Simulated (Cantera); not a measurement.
An adiabatic, constant-volume homogeneous reactor starts with 33.5 % H2, 14.0 % O2, 52.6 % N2, equivalence ratio 1.2, at 1223 K and 100000 Pa.

Detailed kinetics in Cantera: the H2/O2 subset of GRI-Mech 3.0, which has no nitrogen chemistry.

Q: Predict: time of steepest temperature rise; temperature at 2.00 s; equilibrium temperature; x(H2) at 2.00 s; x(O2) at 2.00 s; x(O) at 2.00 s; x(H) at 2.00 s; x(HO2) at 2.00 s.

A: 
```json
{
 "time_of_steepest_temperature_rise": "40.1 µs",
 "temperature at 2.00 s": "2976 K",
 "equilibrium_temperature": "2976 K",
 "x(H2) at 2.00 s": "0.0835 (gas-phase equilibrium 0.0835)",
 "x(O2) at 2.00 s": "0.00766 (gas-phase equilibrium 0.00766)",
 "x(O) at 2.00 s": "0.00621 (gas-phase equilibrium 0.00621)",
 "x(H) at 2.00 s": "0.0289 (gas-phase equilibrium 0.0289)",
 "x(HO2) at 2.00 s": "6.63e-6 (gas-phase equilibrium 6.63e-6)"
}
```
